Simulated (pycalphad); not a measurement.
An equivalent pycalphad script:

```python
from pycalphad import Database, equilibrium, calculate, variables as v
import numpy as np
db = Database('COST507.tdb')
comps = ['AL', 'SI', 'FE', 'VA']
phases = ['AL13FE4', 'AL2FE', 'AL5FE2', 'AL5FE4', 'ALFESI_ALPHA', 'ALFESI_BETA', 'ALFESI_DELTA', 'ALFESI_GAMMA', 'ALFESI_TAU1', 'ALFESI_TAU3', 'BCC_B2', 'DIAMOND_A4', 'FCC_A1', 'FE2SI', 'FE5SI3', 'FESI', 'FESI2_H', 'FESI2_L', 'LIQUID']
eq = equilibrium(db, comps, phases, {v.X('SI'): 0.103, v.X('FE'): 0.0026, v.T: np.arange(1850, 499, -75), v.P: 101325, v.N: 1}, output=['HM', 'SM'])
```

CALPHAD calculation (pycalphad, COST 507 light-alloy database (1999)), 1 atm. The database dates from 1999; later assessments differ in places, in temperatures and in the compounds included. Phase fractions are per mole of atoms.

Results at three of the temperatures:

```
T = 875.00 K, P = 101325 Pa, N = 1 mol of atoms
G = -34201 J/mol, H = 29443 J/mol, S = 72.74 J/(mol K)  (SER reference)
chemical potentials (J/mol): Al -34645, Si -27488, Fe -147500
phase             fraction      x(Al)      x(Si)      x(Fe)
LIQUID              1.0000     0.8944     0.1030     0.0026
```

```
T = 800.00 K, P = 101325 Pa, N = 1 mol of atoms
G = -29630 J/mol, H = 13711 J/mol, S = 54.18 J/(mol K)  (SER reference)
chemical potentials (J/mol): Al -30239, Si -21475, Fe -143200
phase             fraction      x(Al)      x(Si)      x(Fe)
FCC_A1              0.8910     0.9902     0.0098   1.25e-05
DIAMOND_A4          0.0917    3.3e-07     1.0000       none
ALFESI_BETA         0.0173     0.7000     0.1500     0.1500
```

```
T = 650.00 K, P = 101325 Pa, N = 1 mol of atoms
G = -21987 J/mol, H = 8995 J/mol, S = 47.67 J/(mol K)  (SER reference)
chemical potentials (J/mol): Al -22386, Si -15618, Fe -137128
phase             fraction      x(Al)      x(Si)      x(Fe)
FCC_A1              0.8839     0.9981     0.0019    8.4e-07
DIAMOND_A4          0.0987   6.54e-09     1.0000       none
ALFESI_BETA         0.0173     0.7000     0.1500     0.1500
```

Changes of the phase set, refined by bisection:

```tsv
T (°C)	phases above	phases below
589.7	liquid	fcc + liquid
579.5	fcc + liquid	ALFESI_BETA + fcc + liquid
575.7	ALFESI_BETA + fcc + liquid	ALFESI_BETA + diamond (Si) + fcc
```

Database names, with the compositions (at.%) that they take in these runs: ALFESI_BETA: Al 70 Si 15 Fe 15. FCC_A1 is fcc; DIAMOND_A4 is diamond (Si). An entry "none" or "no" means that the model of the phase leaves that element out.
